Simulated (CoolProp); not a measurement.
Vapour-liquid equilibrium of ethane (1) + hydrogen chloride (2) at 205.2 K; x and y are mole fractions of (1).

Computed with CoolProp (multi-fluid Helmholtz-energy mixture model, Bücker 2006 and Thol 2018; pair parameters Bell 2016).

```
x     bubble pressure, mixture model (bar)  bubble pressure, Raoult's law (bar)  y, mixture model  y, Raoult's law
----  ------------------------------------  -----------------------------------  ----------------  ---------------
0.05                                 2.876                                2.454             0.183            0.056
0.15                                 3.361                                2.483             0.346            0.165
0.25                                 3.576                                2.513             0.418            0.272
0.35                                 3.673                                2.542             0.461            0.376
0.45                                 3.714                                2.571             0.494            0.478
0.55                                 3.720                                2.600             0.527            0.578
0.65                                 3.683                                2.629             0.568            0.675
0.75                                 3.582                                2.658             0.627            0.771
0.85                                 3.375                                2.688             0.717            0.864
0.95                                 3.004                                2.717             0.873            0.955
```

The largest gap from Raoult's law is +44.5 % in bubble pressure, at x = 0.35. y crosses x between x = 0.45 and 0.55: the model has an azeotrope there.

The pair parameters rest on a limited set of measurements; away from them the model extrapolates.
